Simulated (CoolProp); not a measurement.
The fluid at 424.65 K and 8.05 MPa flows at 0.053 m/s in a round tube of 20 mm bore and 45 µm roughness, fully developed (64/Re and Nu = 3.66 if laminar; Colebrook and Gnielinski if turbulent). The same conditions are run with several fluids, on thermodynamics alone (safety and materials aside).

The numbers come from the reference Helmholtz-energy equation of state of each fluid (R227EA: Lemmon 2016; C2F6 (R116): Lemmon 2006; R22: Kamei 1995; R143a: Lemmon and Jacobsen 2000) in CoolProp.

| fluid | Reynolds number | Darcy friction factor | pressure drop (Pa/m) | heat-transfer coefficient (W/(m² K)) | mass flow (kg/h) |
|---|---|---|---|---|---|
| R227EA | 15700 | 0.0314 | 1.74 | 161 | 47.3 |
| C2F6 (R116) | [?] | 0.0325 | [?] | [?] | 22.5 |
| R22 | 13900 | 0.0321 | [?] | 93.4 | [?] |
| R143a | 11800 | 0.0331 | 0.719 | 99.9 | 18.6 |

Task: Fill in the missing entries.

Result: 
- C2F6 (R116), Reynolds number: 12900
- C2F6 (R116), pressure drop (Pa/m): 0.858
- C2F6 (R116), heat-transfer coefficient (W/(m² K)): 76.9
- R22, pressure drop (Pa/m): 0.758
- R22, mass flow (kg/h): 20.2

Transport values come from each fluid's own correlations; those of R227EA, C2F6 (R116), R22, R143a are estimates that may be off by 10 % or more.
